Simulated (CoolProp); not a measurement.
Computed with CoolProp (reference Helmholtz-energy equation of state, de Reuck 1993).

Question: For methanol, give the phase and the Joule-Thomson coefficient (K/MPa), isothermal compressibility (1/MPa), expansivity (1/kK), Prandtl number at 528.2 K and 14.8 MPa; 464.9 K and 7.54 MPa.

Answer: 
- 528.2 K and 14.8 MPa: supercritical; Joule-Thomson coefficient 1.27, isothermal compressibility 0.0301, expansivity 9.35, Prandtl number 2.43
- 464.9 K and 7.54 MPa: liquid; Joule-Thomson coefficient 0.254, isothermal compressibility 0.00734, expansivity 3.62, Prandtl number 2.63

Viscosity comes from a separate model (Xiang 2006). Thermal conductivity comes from a separate model (Sykioti 2013).
